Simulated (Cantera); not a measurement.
A perfectly stirred reactor is fed with CH4 : C2H6 : O2 : N2 = 1 : 0.3 : 3.77 : 14.2 (molar parts), at 750 Torr; it is adiabatic with a 348 K inlet, and is followed from long to short residence time, starting on the burning branch (τ in s: 0.052, 0.021, 0.0088, 0.0036, 0.0015, 0.00061, 0.00025, 0.0001, 4.3e-05, 1.8e-05, 7.2e-06).

Computed with Cantera and GRI-Mech 3.0 (53 species, 325 reactions).

One state of this run: T (K) = 1964; x CH4 = 3.39e-5; x C2H6 = 2.42e-6; x O2 = 0.0401; x NO2 = 2.86e-8; x N2O = 2.85e-7. x: mole fraction; the columns are a selection and need not sum to one.

**Question.** Which value of τ (s) does it belong to?
A) 0.00010
B) 0.0036
C) 0.021
D) 0.0088

**Answer.** B, 0.0036
